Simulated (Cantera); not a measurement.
# Adiabatic ignition

An adiabatic, constant-volume homogeneous reactor starts with 3.85 % CH4, 19.2 % O2, 72.3 % N2, 4.62 % CO2, equivalence ratio 0.40, at 1598 K and 0.405 atm.

Computed with Cantera and GRI-Mech 3.0 (53 species, 325 reactions).

```csv
t (s),T (K),P (bar),x CH4,x O2,x CO2,x C2H6,x HO2,x CH2CO
1.00e-6,1598,0.410,0.0385,0.192,0.0462,<1e-12,3.71e-8,<1e-12
4.06e-6,1598,0.410,0.0385,0.192,0.0462,<1e-12,1.50e-7,<1e-12
1.65e-5,1598,0.410,0.0385,0.192,0.0462,6.31e-11,6.01e-7,<1e-12
6.71e-5,1598,0.410,0.0384,0.192,0.0462,6.38e-9,2.29e-6,<1e-12
0.000273,1598,0.410,0.0383,0.192,0.0462,1.11e-6,7.27e-6,4.51e-10
0.00111,2225,0.583,<1e-12,0.114,0.0663,<1e-12,4.10e-6,<1e-12
0.00451,2429,0.629,<1e-12,0.114,0.0766,<1e-12,5.55e-6,<1e-12
0.0183,2422,0.627,<1e-12,0.112,0.0768,<1e-12,5.38e-6,<1e-12
0.0745,2411,0.624,<1e-12,0.108,0.0772,<1e-12,5.11e-6,<1e-12
0.303,2409,0.623,<1e-12,0.108,0.0772,<1e-12,5.06e-6,<1e-12
1.23,2409,0.623,<1e-12,0.108,0.0772,<1e-12,5.06e-6,<1e-12
5.00,2409,0.623,<1e-12,0.108,0.0772,<1e-12,5.06e-6,<1e-12
```
x: mole fraction; the columns are a selection and need not sum to one.

```yaml
time_of_steepest_temperature_rise: 0.899 ms
temperature at 5.00 s: 2409 K
equilibrium_temperature: 2409 K
x(CH4) at 5.00 s: <1e-12 (gas-phase equilibrium <1e-12)
x(O2) at 5.00 s: 0.108 (gas-phase equilibrium 0.108)
x(CO2) at 5.00 s: 0.0772 (gas-phase equilibrium 0.0772)
```
